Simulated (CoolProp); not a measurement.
Vapour-liquid equilibrium of hydrogen sulfide (1) + n-butane (2) at 91.8 kPa; x and y are mole fractions of (1).

Values from CoolProp's multi-fluid Helmholtz-energy mixture model, Lemmon 2006 and Bücker 2006; pair parameters Kunz 2012.

Problem. Give the bubble temperature and the first vapour's composition at x = 0.425, 0.8, 0.875. Is there an azeotrope?

Solution. x = 0.425: 215.9 K, y = 0.950; x = 0.8: 213.0 K, y = 0.968; x = 0.875: 212.3 K, y = 0.975. No azeotrope shows between x = 0.05 and 0.95.

Pair parameters are fitted to limited data, so mixtures are less certain than the pure fluids. With so large a gap from Raoult's law the liquid may split in two, which this calculation doesn't test in full.
